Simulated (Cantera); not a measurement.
A perfectly stirred reactor is fed with 15.7 % CH₄, 0.503 % CO, 17.6 % O₂, 66.2 % N₂, equivalence ratio 1.8, at 0.380 bar; it is adiabatic with a 575 K inlet, and is followed from long to short residence time, starting on the burning branch (τ in s: 0.26, 0.13, 0.062, 0.03, 0.015, 0.0072, 0.0035, 0.0017, 0.00083, 0.0004, 0.0002, 9.6e-05).

Model: GRI-Mech 3.0 (53 species, 325 reactions), integrated in Cantera.

x: mole fraction; the columns are a selection and need not sum to one.

| τ (s) | T (K) | x CH₄ | x CO | x O₂ | x CH₂CO | x N₂O | x OH | x H |
|---|---|---|---|---|---|---|---|---|
| 0.26 | 1905 | 0.00210 | 0.108 | 0.000179 | 5.49e-6 | 9.06e-9 | 7.23e-5 | 0.000729 |
| 0.13 | 1907 | 0.00265 | 0.106 | 0.000312 | 9.57e-6 | 9.79e-9 | 8.61e-5 | 0.000826 |
| 0.062 | 1908 | 0.00326 | 0.103 | 0.000555 | 1.60e-5 | 9.70e-9 | 0.000106 | 0.000960 |
| 0.030 | 1906 | 0.00390 | 0.101 | 0.000963 | 2.51e-5 | ? | 0.000131 | 0.00112 |
| 0.015 | 1901 | 0.00460 | 0.0990 | 0.00163 | 3.70e-5 | ? | 0.000160 | 0.00130 |
| 0.0072 | 1891 | 0.00561 | 0.0972 | 0.00288 | 5.53e-5 | ? | 0.000193 | 0.00150 |
| 0.0035 | 1869 | 0.00727 | 0.0956 | 0.00530 | 8.53e-5 | ? | 0.000222 | 0.00163 |
| 0.0017 | 1814 | 0.0113 | 0.0933 | 0.0115 | 0.000161 | ? | 0.000217 | 0.00150 |
| 0.00083 | 575 | 0.157 | 0.00503 | 0.176 | <1e-12 | <1e-12 | <1e-12 | <1e-12 |
| 0.00040 | 575 | 0.157 | 0.00503 | 0.176 | <1e-12 | <1e-12 | <1e-12 | <1e-12 |
| 0.00020 | 575 | 0.157 | 0.00503 | 0.176 | <1e-12 | <1e-12 | <1e-12 | <1e-12 |
| 9.6e-5 | 575 | 0.157 | 0.00503 | 0.176 | <1e-12 | <1e-12 | <1e-12 | <1e-12 |

### Question
Fill in the missing entries.

### Answer

- 0.030, x N₂O: 8.88e-9
- 0.015, x N₂O: 7.60e-9
- 0.0072, x N₂O: 5.97e-9
- 0.0035, x N₂O: 4.32e-9
- 0.0017, x N₂O: 3.23e-9
